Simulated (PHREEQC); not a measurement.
Dissolve 0.29 mol/kgw NH4Cl, 0.061 mol/kgw Na2HPO4 and 0.18 mol/kgw KCl at 25 °C. Closed to the air; pH follows from the charge balance.

Computed with PHREEQC (ion-association model, phreeqc.dat).

| quantity | before | after |
|---|---|---|
| pH | 7.74 | 7.74 |
| NH3 (mol/kgw) | 0.00436 | 0.00265 |
| SI of Sylvite (KCl) | -2.38 | -2.92 |

### Question
What was changed between the two runs?
A) Na2HPO4 replaced by K2HPO4 at the same molality
B) diluted 2-fold with water
C) Na2HPO4 left out
D) diluted 10-fold with water
E) NH4Cl from 0.29 to 0.319 mol/kgw

### Answer
B, diluted 2-fold with water

Precipitation was switched off in this run.
